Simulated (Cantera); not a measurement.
A closed system holds: 1 mol SiH₂Cl₂, 980 mol H₂, at 13.3 mbar.

Method: chemical equilibrium by Gibbs-energy minimisation in Cantera with the NASA 1993 tables (ideal gas, pure condensed phases). Candidate condensed phases: Si; 19 gas species. The numbers say what is thermodynamically allowed, not how fast it happens. All values below are at 1127 °C.

Base state: H₂ 0.998, HCl 0.00201, H 4.21e-5, SiCl₂ 1.20e-5 (mole fractions); condensed: Si(s).

### Question
What changes in the equilibrium state with this change: H₂ from 980 to 64 mol?

### Answer
| species | before | after |
|---|---|---|
| H₂ | 0.998 | 0.972 |
| HCl | 0.00201 | 0.0261 |
| SiCl₂ | 1.20e-5 | 0.00206 |
| SiCl₃ | 1.39e-8 | 3.13e-5 |
| H | 4.21e-5 | 4.15e-5 |
| Si(s), mol | 0.988 | 0.861 |
The tables' values for SiCl₃ are old estimates; treat these amounts as uncertain.
